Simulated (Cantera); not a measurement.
A perfectly stirred reactor is fed with N2O : H2 : N2 = 1 : 0.012 : 4.4 (molar parts), at 1200 Pa; it is held at 1150 K, and followed from long to short residence time.

Computed with Cantera and GRI-Mech 3.0 (53 species, 325 reactions). GRI-Mech 3.0 was tuned for natural gas; its chemistry of N2O as a main component is partial and can be far from experiment. Radical loss at walls, strong at low pressure, is not modelled. The mechanism lacks the step 2 NO + O2 → 2 NO2, which can matter for NO2 below about 1400 K. The temperature is held fixed by assumption; the heat of reaction is taken as removed at once.

Q: What does this change do: temperature 1150 to 1425 K?

A: 
| quantity | before | after |
|---|---|---|
| x(N2O) at τ = 7.90 s | 0.178 | 0.0552 |
| x(H2) at τ = 7.90 s | 0.000186 | 1.37e-5 |
| x(HO2) at τ = 7.90 s | 2.27e-7 | 6.07e-8 |
| x(H) at τ = 7.90 s | 1.09e-7 | 2.97e-7 |
| x(NO) at τ = 7.90 s | 0.000315 | 0.0216 |
| x(N2O) at τ = 0.150 s | 0.184 | 0.175 |
| x(H2) at τ = 0.150 s | 0.00180 | 0.000411 |
| x(HO2) at τ = 0.150 s | 6.55e-7 | 2.48e-6 |
| x(H) at τ = 0.150 s | 1.19e-6 | 1.54e-6 |
| x(NO) at τ = 0.150 s | 1.01e-5 | 0.00128 |
